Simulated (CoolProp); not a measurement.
Isobutane along the isobar 200 bar: fugacity coefficient from the reference equation and from simpler models built on Tc = 407.8 K, pc = 36.29 bar, ω = 0.184; each cubic takes its own stable root.

Values from CoolProp's reference Helmholtz-energy equation of state, Bücker 2006.

```tsv
T (K)	phase	reference	van der Waals	Redlich-Kwong	Soave-Redlich-Kwong
142	liquid	1.423e-6	0.002442	2.154e-6	1.652e-6
172.2	liquid	5.578e-5	0.009285	9.991e-5	6.053e-5
202.5	liquid	0.0006440	0.02363	0.001135	0.0006796
232.8	liquid	0.003574	0.04690	0.005841	0.003741
263.1	liquid	0.01245	0.07912	0.01860	0.01306
293.3	liquid	0.03163	0.1191	0.04334	0.03338
323.6	liquid	0.06481	0.1656	0.08213	0.06890
353.9	liquid	0.1133	0.2168	0.1343	0.1213
384.1	liquid	0.1759	0.2706	0.1969	0.1892
414.4	supercritical	0.2497	0.3261	0.2668	0.2695
444.7	supercritical	0.3305	0.3816	0.3401	0.3571
```
